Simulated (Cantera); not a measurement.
Feed: 1 mol C₃H₈, 0.033 mol NH₃, 2.8 mol H₂, equilibrated at 1100 K and 31.0 Pa.

Cantera equilibrium calculation (NASA polynomials, part measured and part estimated; ideal gas, pure solids and liquids). Rates play no part.

| species | before | after |
|---|---|---|
| H₂ | 0.998 | 0.893 |
| CH₄ | 1.11e-5 | 0.105 |
| N₂ | 0.00240 | 0.00265 |
| C(graphite), mol | 3.00 | 2.35 |
Gas species are given as mole fractions.

Problem. What was changed between the two runs?
A) temperature from 1100 K to 550 K
B) temperature from 1100 K to 700 K
C) temperature from 1100 K to 2500 K
D) temperature from 1100 K to 1898.15 K

Solution. A, temperature from 1100 K to 550 K
